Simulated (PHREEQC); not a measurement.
A solution holds 0.0068 mol HF, 0.00051 mol NH4HF2 and 0.0013 mol H2SO4 per kg of water, at 20 °C. Closed to the air; pH follows from the charge balance.

All values are PHREEQC results (ion-association model, phreeqc.dat), not measurements.

No solid was allowed to form.

Task: Predict the pH, ionic strength.

Result: pH 2.50; ionic strength 0.00498 mol/kgw.

Task: In which forms is F present?

Result: HF 80 %, F- 20 %, HF2- 0.9 % of the F.
